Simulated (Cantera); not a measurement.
## Adiabatic ignition

An adiabatic, constant-volume homogeneous reactor starts with CH3OH : O2 : N2 = 1 : 1.07 : 4.03 (molar parts), equivalence ratio 1.4, at 1573 K and 0.280 bar.

Model: GRI-Mech 3.0 (53 species, 325 reactions), integrated in Cantera. GRI-Mech 3.0 was tuned for natural gas; its chemistry of methanol as a main component is partial and can be far from experiment.

| t (s) | T (K) | P (bar) | x CH3OH | x O2 | x CH2 | x O | x H2O | x C2H2 | x NO2 |
|---|---|---|---|---|---|---|---|---|---|
| 6.00e-6 | 1573 | 0.280 | 0.164 | 0.175 | 3.12e-7 | 6.22e-8 | 3.63e-5 | 4.72e-11 | <1e-12 |
| 1.34e-5 | 1573 | 0.280 | 0.164 | 0.175 | 3.12e-7 | 6.67e-8 | 8.39e-5 | 1.11e-10 | <1e-12 |
| 2.98e-5 | 1573 | 0.280 | 0.163 | 0.175 | 3.12e-7 | 7.78e-8 | 0.000202 | 2.58e-10 | <1e-12 |
| 6.64e-5 | 1574 | 0.280 | 0.162 | 0.174 | 3.14e-7 | 1.09e-7 | 0.000611 | 6.42e-10 | <1e-12 |
| 0.000148 | 1581 | 0.283 | 0.157 | 0.172 | 3.46e-7 | 2.67e-7 | 0.00327 | 1.96e-9 | 1.29e-12 |
| 0.000329 | 2434 | 0.537 | <1e-12 | 0.0177 | <1e-12 | 0.0147 | 0.169 | <1e-12 | 6.90e-10 |
| 0.000734 | 2783 | 0.599 | <1e-12 | 0.0112 | <1e-12 | 0.00835 | 0.188 | <1e-12 | 1.10e-7 |
| 0.00164 | 2812 | 0.604 | <1e-12 | 0.0101 | <1e-12 | 0.00740 | 0.190 | <1e-12 | 4.16e-7 |
| 0.00364 | 2808 | 0.603 | <1e-12 | 0.00952 | <1e-12 | 0.00707 | 0.190 | <1e-12 | 6.68e-7 |
| 0.00812 | 2807 | 0.603 | <1e-12 | 0.00941 | <1e-12 | 0.00701 | 0.190 | <1e-12 | 7.19e-7 |
| 0.0181 | 2807 | 0.603 | <1e-12 | 0.00941 | <1e-12 | 0.00701 | 0.190 | <1e-12 | 7.20e-7 |
| 0.0403 | 2807 | 0.603 | <1e-12 | 0.00941 | <1e-12 | 0.00701 | 0.190 | <1e-12 | 7.20e-7 |
| 0.0898 | 2807 | 0.603 | <1e-12 | 0.00941 | <1e-12 | 0.00701 | 0.190 | <1e-12 | 7.20e-7 |
| 0.200 | 2807 | 0.603 | <1e-12 | 0.00941 | <1e-12 | 0.00701 | 0.190 | <1e-12 | 7.20e-7 |
x: mole fraction; the columns are a selection and need not sum to one.

* **time of steepest temperature rise**: 0.313 ms
* **temperature at 0.200 s**: 2807 K
* **equilibrium temperature**: 2807 K
* **x(CH3OH) at 0.200 s**: <1e-12 (gas-phase equilibrium <1e-12)
* **x(O2) at 0.200 s**: 0.00941 (gas-phase equilibrium 0.00941)
* **x(CH2) at 0.200 s**: <1e-12 (gas-phase equilibrium <1e-12)
